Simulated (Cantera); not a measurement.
## Equilibrium for titanium nitride, carbide and oxide coatings: TiCl4 + H2O

Feed: 1 mol TiCl4, 4.9 mol H2O, equilibrated at 1350 K and 0.133 bar.

These are equilibrium values from Cantera (NASA tables, ideal gas, pure condensed phases), not measurements of a reactor. Candidate condensed phases: H2O, Ti, TiCl2, TiCl3, TiCl4, TiO, TiO2, Ti2O3, Ti3O5, Ti4O7; 23 gas species. Gases not in the tables: TiO(OH)2. Rates play no part.

| Item | Result |
|---|---|
| x(HCl) | 0.579 |
| x(H2O) | 0.420 |
| x(Cl) | 0.000252 |
| x(H2) | 0.000156 |
| x(Cl2) | 2.34e-5 |
| x(OH) | 3.57e-6 |
| x(O2) | 2.27e-6 |
| n(TiO2(rutile)) | 1.00 mol |
| gas amount | 6.901 mol |
| log10 activity of Ti4O7(s) (absent) | -5.75 |
| log10 activity of Ti3O5(s) (absent) | -5.92 |
| log10 activity of Ti2O3(s) (absent) | -6.40 |
